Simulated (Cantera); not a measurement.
## Thermodynamics of tantalum, niobium, vanadium and zirconium in process gases, feed Ta + CH4

Charge: 1 mol Ta, 1.1 mol CH4, at 1175 K and 0.00645 Torr.

Method: chemical equilibrium by Gibbs-energy minimisation in Cantera with the NASA 1993 tables (ideal gas, pure condensed phases). Candidate condensed phases: C, C6H6, C7H8, C8H18, Ta, TaC; 77 gas species. TaC: taken at fixed stoichiometry. Condensed phases not in the tables: Ta2C. The numbers say what is thermodynamically allowed, not how fast it happens.

```
Quantity                               Value
--------------------------------  ----------
x(H2)                                  1.000
x(H)                                 4.18e-5
n(C(graphite))                    0.1000 mol
n(TaC(s))                           1.00 mol
gas amount                         2.200 mol
log10 activity of Ta(s) (absent)       -6.25
```
